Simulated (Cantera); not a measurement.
Cantera with NASA thermochemical tables; ideal gases at 1 bar, condensed phases pure. Values are per mole of reaction as written; species without (g) are pure solids or liquids, kept so even where they would boil at 1 bar.

2 CaS → S₂(g) + 2 Ca(g)

| T (K) | ΔH° (kJ) | ΔS° (J/K) | ΔG° (kJ) | log10 K |
|---|---|---|---|---|
| 1798 | 1387.2 | 376.2 | 710.8 | -20.65 |
| 1848 | 1385.5 | 375.3 | 692.0 | -19.56 |
| 1898 | [?] | [?] | [?] | [?] |
| 1948 | 1382.2 | 373.5 | 654.5 | -17.55 |
| 1998 | [?] | [?] | [?] | [?] |

Problem. Fill in the missing entries.

Solution. 
- 1898, ΔH° (kJ): 1383.9
- 1898, ΔS° (J/K): 374.4
- 1898, ΔG° (kJ): 673.2
- 1898, log10 K: -18.53
- 1998, ΔH° (kJ): 1380.5
- 1998, ΔS° (J/K): 372.7
- 1998, ΔG° (kJ): 635.9
- 1998, log10 K: -16.62
